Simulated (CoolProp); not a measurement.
The fluid at 188.44 K and 15.4 MPa is throttled through a valve to 3.83 MPa with no heat exchange. The same conditions are run with several fluids, on thermodynamics alone (safety and materials aside).

Computed with CoolProp (reference Helmholtz-energy equation of state of each fluid (dimethyl ether: Wu 2011; R141b: Lemmon 2006; tetrahydrofuran: Fiedler 2023; R11: Jacobsen 1992; R1233zd(E): Akasaka 2022)).

```csv
fluid,temperature change (K),final density (kg/m³)
dimethyl ether,+4.8,810
R141b,+5.5,1430
tetrahydrofuran,+6.3,994
R11,+6.5,1710
R1233zd(E),+5.8,1490
```
